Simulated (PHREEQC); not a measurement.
# Reverse-osmosis permeate (model solution)

Synthetic water in mmol/kgw, 22 °C, pH 6.28, pe 8.9:

| constituent | mmol/kgw |
|---|---|
| Na | 0.526 |
| K | 0.0142 |
| Ca | 0.133 |
| Mg | 0.562 |
| Cl | 1.2 |
| S(6) | 0.212 |
| Alkalinity (meq/kgw) | 0.258 |
| Sr | 0.000338 |
| Ni | 0.000588 |

Valence states are taken as typed.

Computed with PHREEQC (ion-association model, wateq4f.dat).

No solid was allowed to form.

What charge-balance error does the model give?

charge-balance error 1.3 %.

In which forms is Mg present?

Mg+2 97 %, MgSO4 2.6 % of the Mg.

The database's nickel carbonate constants are estimates that later reviews lower a good deal.
